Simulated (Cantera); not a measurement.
What does this Cantera script print?

```python
import numpy as np
import cantera as ct

surf = ct.Interface("diamond.yaml", "diamond_100")
gas, bulk = surf.adjacent["gas"], surf.adjacent["diamond"]
k = surf.kinetics_species_index(bulk.species_names[0])
cover = ["c6HH", "c6H*", "c6*H", "c6**", "c6HM", "c6B"]

rows, drift = [], 0.0
print(f"{'xH':>10s}{'um/h':>11s}" + "".join(f"{s:>11s}" for s in cover))
for v in [0.0001, 0.00025, 0.00065, 0.0017, 0.0042, 0.011, 0.027, 0.07, 0.18]:
    T, P, xH, xCH3 = 1025, 11000, v, 5.4e-05
    gas.TPX = T, P, {"H": xH, "CH3": xCH3, "CH4": 0.0026, "H2": 1 - xH - xCH3 - 0.0026}
    surf.TP = bulk.TP = T, P
    surf.coverages = "c6H*:0.1, c6HH:0.9"
    surf.advance_coverages(100.0)
    before = surf.coverages
    surf.advance_coverages(100.0)
    drift = max(drift, np.max(np.abs(surf.coverages - before) / (surf.coverages + 1e-9)))
    rate = surf.net_production_rates[k] * bulk.mean_molecular_weight / bulk.density * 3.6e9
    rows.append([rate, *surf[cover].coverages])
    print(f"{v:10.4g}{rate:11.4e}" + "".join(f"{x:11.3e}" for x in rows[-1][1:]))
```

Output:

```
        xH       um/h       c6HH       c6H*       c6*H       c6**       c6HM        c6B
    0.0001 9.2276e-01  5.615e-01  1.673e-02  3.198e-01  4.530e-03  6.900e-02  2.504e-09
   0.00025 1.7317e+00  5.518e-01  1.828e-02  3.494e-01  7.217e-03  5.204e-02  4.699e-09
   0.00065 2.5552e+00  5.584e-01  1.942e-02  3.710e-01  9.440e-03  2.963e-02  6.934e-09
    0.0017 3.0920e+00  5.662e-01  2.011e-02  3.836e-01  1.072e-02  1.373e-02  8.390e-09
    0.0042 3.3456e+00  5.705e-01  2.047e-02  3.893e-01  1.130e-02  6.018e-03  9.079e-09
     0.011 3.4666e+00  5.725e-01  2.076e-02  3.918e-01  1.159e-02  2.381e-03  9.407e-09
     0.027 3.5197e+00  5.733e-01  2.119e-02  3.924e-01  1.174e-02  9.847e-04  9.551e-09
      0.07 3.5625e+00  5.736e-01  2.220e-02  3.918e-01  1.194e-02  3.840e-04  9.667e-09
      0.18 3.6370e+00  5.735e-01  2.468e-02  3.893e-01  1.235e-02  1.520e-04  9.869e-09
```

Detailed kinetics in Cantera: the Harris–Goodwin 1993 mechanism for the reconstructed diamond (100) surface.
